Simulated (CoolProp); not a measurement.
2000 sccm (0 °C, 1 atm) of nitrogen bubbles through liquid p-xylene at 314 K and leaves saturated at a total pressure of 0.0486 MPa (ideal gas phase). Each further row changes one setting.

Values from CoolProp's reference Helmholtz-energy equation of state, Zhou 2012.

| case | vapour pressure (kPa) | mole fraction of vapour | delivery (mg/min) | delivery (sccm) | change of delivery for a bath 1 K warmer (%) |
|---|---|---|---|---|---|
| as stated | 2.77 | 0.0571 | [?] | 121 | [?] |
| bath temperature 319 K | 3.56 | [?] | 748 | 158 | 5.4 |
| total pressure 0.0972 MPa | 2.77 | [?] | 278 | 58.7 | 5.4 |

Task: Some entries are withheld; supply them.

Result: 
- as stated, delivery (mg/min): 573
- as stated, change of delivery for a bath 1 K warmer (%): 5.5
- bath temperature 319 K, mole fraction of vapour: 0.0732
- total pressure 0.0972 MPa, mole fraction of vapour: 0.0285
